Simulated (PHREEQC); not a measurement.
A column of 0.2 m (40 cells, dispersivity 0.01 m, 3600 s a shift, diffusion coefficient 3e-10 m²/s) holds 0.046 eq of the database's cation exchanger X per kg of pore water, first in equilibrium with 0.23 mmol/kgw PbCl2 and 0.01 mmol/kgw HCl. It is flushed with 2.3 mmol/kgw NaCl, 10 mmol/kgw SrCl2 and 0.01 mmol/kgw HCl, at 25 °C. Values are for the last cell. CO2 from the air is kept out. Precipitation was switched off in this run.

The series has 32 steps of pore volumes, from 0 to 6.987.

Computed with PHREEQC (ion-association model, phreeqc.dat).

Question: After how many pore volumes does Sr at the outlet first reach half of its feed value?

Answer: By 3.2 pore volumes.

Question: After how many pore volumes does Na at the outlet first reach half of its feed value?

Answer: By 1.1 pore volumes.

Complexes and solids missing from the database can't appear.
